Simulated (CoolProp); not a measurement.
Saturation properties of fluorine (Tc = -128.7 °C, pc = 5.240 MPa, ω = 0.045).

Values from CoolProp's reference Helmholtz-energy equation of state, de Reuck 1990.

```
T (°C)   p (MPa)  liquid density (kg/m³)  vapour density (kg/m³)
-------  -------  ----------------------  ----------------------
-190.15  0.07973                    1516                   4.523
-187.05   0.1143                    1494                   6.303
-183.95   0.1594                    1472                   8.570
-180.95   0.2149                    1450                   11.31
-177.85   0.2866                    1427                   14.77
-174.75   0.3748                    1403                   18.99
-171.65   0.4817                    1378                   24.06
-168.55   0.6096                    1352                   30.10
-165.55   0.7555                    1327                   36.99
-162.45   0.9311                    1299                   45.34
-159.35    1.135                    1270                   55.15
-156.25    1.368                    1240                   66.66
-153.15    1.634                    1207                   80.17
```

It boils at -188.1 °C under 1 atm.
